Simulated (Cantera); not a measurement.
**Thermodynamics of nitride etching, feed Si₃N₄ + H₂O**

A closed system holds: 1 mol Si₃N₄, 0.45 mol H₂O, at 1152 °C.

These are equilibrium values from Cantera (NASA tables, ideal gas, pure condensed phases), not measurements of a reactor. Candidate condensed phases: H₂O, Si, SiO₂, Si₂N₂O, Si₃N₄; 35 gas species. Mutual solubility and eutectic melting of coexisting phases are not modelled. Kinetics and transport are ignored.

```tsv
P (Pa)	log p N₂	log p H₂	log p SiO	log p H	log p Si	log p NH₃	log p Si₂N	log p SiH	n Si(s)	n Si₂N₂O(s)	n Si₃N₄(s)
1	-5.12	-5.66	-6.78	-8.00	-8.79	-15.16	-10.96	-10.98	2.13	0.416	0
5.20	-4.89	-4.41	-6.93	-7.37	-8.87	-13.16	-11.00	-10.43	0	0.449	0.700
27	-4.17	-3.69	-7.17	-7.01	-9.35	-11.73	-11.59	-10.55	0	0.450	0.700
140	-3.46	-2.98	-7.41	-6.66	-9.82	-10.30	-12.19	-10.66	0	0.450	0.700
720	-2.74	-2.27	-7.65	-6.30	-10.30	-8.88	-12.78	-10.78	0	0.450	0.700
3700	-2.03	-1.56	-7.89	-5.94	-10.77	-7.46	-13.37	-10.90	0	0.450	0.700
19000	-1.32	-0.85	-8.12	-5.59	-11.24	-6.04	<-12	-11.02	0	0.450	0.700
100000	-0.60	-0.12	-8.36	-5.23	-11.72	-4.59	<-12	-11.14	0	0.450	0.700
```
log p: log10 of the partial pressure in bar; n: condensed amount in mol.

At 1.00 Pa the condensed part is Si(s) + Si₂N₂O(s). From 5.20 Pa to 1.00 bar the condensed part is Si₂N₂O(s) + Si₃N₄(s).
